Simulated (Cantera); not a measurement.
Charge: 1 mol Si, 1.9 mol HCl, 3.1 mol H2, held at 1523 K and 0.670 bar.

These are equilibrium values from Cantera (NASA tables, ideal gas, pure condensed phases), not measurements of a reactor. The tables' values for SiCl3 are old estimates; treat these amounts as uncertain. Rates play no part.

```csv
species,before,after
H2,0.767,0.874
HCl,0.126,0.0876
SiCl2,0.0674,0.0287
SiCl4,0.0129,0.00234
SiCl3,0.0171,0.00474
SiHCl3,0.00883,0.00262
SiH2Cl2,0.000972,0.000471
SiH3Cl,3.16e-5,2.50e-5
H,2.47e-5,2.64e-5
"Si(s), mol",0.480,0.583
```
Gas species are given as mole fractions.

Problem. Name the change that produced these shifts.
A) temperature from 1523 K to 1375 K
B) temperature from 1523 K to 1425 K
C) pressure from 0.670 bar to 1.00 bar
D) H2 from 3.1 to 8.9 mol

Solution. D, H2 from 3.1 to 8.9 mol
